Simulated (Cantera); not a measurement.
Transport properties of process gases

Gas mixture: N2 = 0.35 (molar parts), at 0.133 bar, frozen composition.

Cantera's kinetic-theory transport with the Lennard-Jones parameters of GRI-Mech 3.0, ideal gas; thermal conductivity in the mixture-averaged form.

```
T (K)  ρ (kg/m³)  cp (J/kg/K)  μ (µPa s)  λ (mW/m/K)     Pr  D (cm²/s) N2  D (cm²/s) CH4  D (cm²/s) H
-----  ---------  -----------  ---------  ----------  -----  ------------  -------------  -----------
400        0.112         1047       22.3        32.8  0.713         0.000           2.84         15.5
550       0.0817         1065       27.9        42.1  0.706         0.000           4.92         26.8
700       0.0642         1095       32.8        51.2  0.702         0.000           7.42         40.4
850       0.0528         1134       37.3        60.0  0.705         0.000           10.3         56.1
1000      0.0449         1169       41.5        68.6  0.708         0.000           13.5         73.7
1150      0.0391         1195       45.5        76.9  0.707         0.000           17.1         93.1
1300      0.0346         1218       49.2        84.8  0.706         0.000           20.9          114
1450      0.0310         1237       52.8        92.6  0.706         0.000           25.1          137
```
D: mixture-averaged diffusion coefficient of that species in the mixture.
